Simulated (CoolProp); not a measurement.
Properties of dodecamethylpentasiloxane (MD3M) along the isobar 0.298 MPa (Tc = 628.0 K, pc = 0.9540 MPa, ω = 0.730).

Values from CoolProp's reference Helmholtz-energy equation of state, Thol 2019.

```
T (K)   phase  cv (kJ/(kg K))  speed of sound (m/s)  Joule-Thomson coefficient (K/MPa)  fugacity coefficient
-----  ------  --------------  --------------------  ---------------------------------  --------------------
466.3  liquid           1.826                 477.7                            -0.1656                0.1316
479.6  liquid           1.855                 444.7                            -0.1197                   [?]
493    liquid           1.883                 411.5                           -0.06399                0.2537
506.3  liquid           1.912                 378.4                           0.004336                0.3379
519.6  liquid           1.940                 345.0                            0.09135                0.4397
533    liquid           1.968                 310.8                             0.2077                0.5608
546.3  liquid           1.997                 275.6                             0.3698                   [?]
559.6     gas           2.002                 84.21                              25.42                0.8173
572.9     gas           2.023                   [?]                              21.40                0.8348
586.3     gas             [?]                   [?]                              18.42                0.8503
599.6     gas           2.066                 96.35                              16.14                0.8639
612.9     gas           2.088                 99.45                              14.32                0.8759
```

**Question.** Complete the blanks.

**Answer.** 
- 479.6, fugacity coefficient: 0.1851
- 546.3, fugacity coefficient: 0.6996
- 572.9, speed of sound (m/s): 88.89
- 586.3, cv (kJ/(kg K)): 2.045
- 586.3, speed of sound (m/s): 92.89
